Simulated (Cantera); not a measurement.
A jet of CH₄ : O₂ : N₂ = 0.049 : 0.096 : 0.79 (molar parts) at 300 K and 0.0210 bar hits a platinum plate 5.5 cm away at a mass flux of 0.12 kg/m²/s; the plate temperature is set and raised in steps from an oxygen-covered start.

Cantera simulation using Deutschmann's 1995 Pt surface mechanism with GRI-Mech 3.0 gas chemistry; the numbers are that mechanism's predictions, not measurements. Catalytic surfaces can have several steady states; this one follows from the mechanism file's or the stated starting coverage.

x: mole fraction at the wall; θ: surface coverage.

```tsv
plate T (K)	wall x CH₄	wall x O₂	wall x H₂O	wall x OH	wall x CO	wall x CO₂	θ free Pt	θ O*
850	0.0470	0.0910	0.0103	1.03e-8	1.56e-5	0.00670	0.223	0.777
900	0.0426	0.0816	0.0185	4.29e-8	2.08e-5	0.0121	0.305	0.695
950	…	…	…	…	…	…	…	…
1000	0.0322	0.0595	0.0378	4.05e-7	3.23e-5	0.0248	0.482	0.517
1050	0.0276	0.0498	0.0462	9.94e-7	3.96e-5	0.0303	0.570	0.430
1100	…	…	…	…	…	…	…	…
```

Question: Complete the blanks.

Answer: 
- 950, wall x CH₄: 0.0374
- 950, wall x O₂: 0.0705
- 950, wall x H₂O: 0.0282
- 950, wall x OH: 1.44e-7
- 950, wall x CO: 2.63e-5
- 950, wall x CO₂: 0.0184
- 950, θ free Pt: 0.392
- 950, θ O*: 0.607
- 1100, wall x CH₄: 0.0241
- 1100, wall x O₂: 0.0424
- 1100, wall x H₂O: 0.0525
- 1100, wall x OH: 2.16e-6
- 1100, wall x CO: 4.95e-5
- 1100, wall x CO₂: 0.0347
- 1100, θ free Pt: 0.651
- 1100, θ O*: 0.348
